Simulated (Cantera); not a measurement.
Thermodynamics of hydrogen reduction and annealing atmospheres, feed PbS + H₂

Feed: 1 mol PbS, 0.65 mol H₂, equilibrated at 1.00 bar.

These are equilibrium values from Cantera (NASA tables, ideal gas, pure condensed phases), not measurements of a reactor. Candidate condensed phases: Pb, PbS, S; 10 gas species. Mutual solubility and eutectic melting of coexisting phases are not modelled. Gases not in the tables: S₃ to S₇. Kinetics and transport are ignored.

```tsv
T (°C)	x H₂	x H₂S	x PbS	x Pb	x S₂	n Pb(l)	n PbS(s)
775	0.974	0.0253	0.000292	4.47e-5	9.82e-8	0.0164	0.983
800	0.969	0.0305	0.000523	7.31e-5	2.35e-7	0.0198	0.980
825	0.963	0.0365	0.000911	0.000117	5.38e-7	0.0237	0.976
850	0.955	0.0431	0.00155	0.000183	1.19e-6	0.0280	0.971
875	0.947	0.0506	0.00256	0.000280	2.53e-6	0.0328	0.965
900	0.937	0.0587	0.00414	0.000422	5.20e-6	0.0381	0.959
925	0.925	0.0675	0.00657	0.000624	1.04e-5	0.0438	0.951
950	0.912	0.0770	0.0102	0.000908	2.01e-5	0.0500	0.943
975	0.896	0.0869	0.0156	0.00130	3.80e-5	0.0567	0.932
1000	0.878	0.0972	0.0233	0.00184	6.98e-5	0.0637	0.919
1025	0.855	0.108	0.0344	0.00256	0.000125	0.0712	0.904
1050	0.828	0.118	0.0499	0.00352	0.000219	0.0789	0.884
1075	0.796	0.127	0.0713	0.00478	0.000376	0.0868	0.860
```
x: gas mole fraction; n: condensed amount in mol.

From 775 °C to 1075 °C the condensed part is Pb(l) + PbS(s). The main Pb-bearing gas is PbS throughout.
